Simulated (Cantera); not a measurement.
Mixture: CH₃OH : O₂ : N₂ = 1 : 1.15 : 6.35 (molar parts), at 450 Torr, adiabatic and at constant pressure. Ignition delay is the time to a rise of 400 K.

Computed with Cantera and GRI-Mech 3.0 (53 species, 325 reactions). GRI-Mech 3.0 was tuned for natural gas; its chemistry of methanol as a main component is partial and can be far from experiment.

Predict: delay at 1075 K; delay at 1275 K; delay at 1475 K; delay at 1675 K; delay at 1875 K; apparent activation energy between 1775 and 1975 K.


```json
{
  "delay at 1075 K": "0.157 s",
  "delay at 1275 K": "4.99 ms",
  "delay at 1475 K": "0.479 ms",
  "delay at 1675 K": "98.1 µs",
  "delay at 1875 K": "32.4 µs",
  "apparent activation energy between 1775 and 1975 K": "130 kJ/mol"
}
```
